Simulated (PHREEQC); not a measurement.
Dissolve 3.3 mmol/kgw HF, 0.066 mmol/kgw NH4HF2 and 0.15 mmol/kgw (NH4)2SiF6 at 25 °C. It is in equilibrium with CO2 at log p = -3.5 (atm). Otherwise closed; pH follows from the charge balance.

Model: ion-association model, wateq4f.dat, run in PHREEQC.

```csv
quantity,before,after
pH,2.93,2.89
ionic strength (mol/kgw),0.00172,0.00186
HF (mol/kgw),0.00216,0.00198
F- (mol/kgw),0.00129,0.00140
SiF6-2 (mol/kgw),0.000138,0.000149
H2F2 (mol/kgw),1.22e-5,1.73e-5
SI of Quartz (SiO2),-0.96,-1.70
```

### Question
What was changed between the two runs?
A. temperature from 25 to 10 °C
B. HF replaced by H2SiF6 at the same molality
C. diluted 2-fold with water
D. temperature from 25 to 70 °C
E. temperature from 25 to 80 °C

### Answer
A, temperature from 25 to 10 °C

Precipitation was switched off in this run. At this temperature some constants are extrapolated from 25 °C, and those without enthalpy data are left unchanged. SiF6-2 is the database's only silicon fluoride.
